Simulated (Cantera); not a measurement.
A perfectly stirred reactor is fed with 29.3 % CO, 2.32 % H2, 14.4 % O2, 54.0 % N2, at 0.670 bar; it is adiabatic with a 648 K inlet, and is followed from long to short residence time, starting on the burning branch (τ in s: 0.12, 0.038, 0.012, 0.0041, 0.0013, 0.00043, 0.00014, 4.6e-05, 1.5e-05, 4.8e-06).

Cantera simulation using GRI-Mech 3.0 (53 species, 325 reactions); the numbers are that mechanism's predictions, not measurements.

Predict: blow-out, bracketed by the residence times tried; x(CO) at τ = 0.120 s; x(H2) at τ = 0.120 s; x(O2) at τ = 0.120 s; x(H) at τ = 0.120 s; x(OH) at τ = 0.120 s; x(CO) at τ = 0.430 ms; x(H2) at τ = 0.430 ms; x(O2) at τ = 0.430 ms; x(H) at τ = 0.430 ms; x(OH) at τ = 0.430 ms.


```json
{
  "blow_out_bracketed_by_the_residence_times_tried": "burning at 0.140 ms, out at 46.0 µs",
  "x(CO) at τ = 0.120 s": "0.0846",
  "x(H2) at τ = 0.120 s": "0.00124",
  "x(O2) at τ = 0.120 s": "0.0215",
  "x(H) at τ = 0.120 s": "0.00123",
  "x(OH) at τ = 0.120 s": "0.00442",
  "x(CO) at τ = 0.430 ms": "0.154",
  "x(H2) at τ = 0.430 ms": "0.00252",
  "x(O2) at τ = 0.430 ms": "0.0537",
  "x(H) at τ = 0.430 ms": "0.0177",
  "x(OH) at τ = 0.430 ms": "0.00400"
}
```
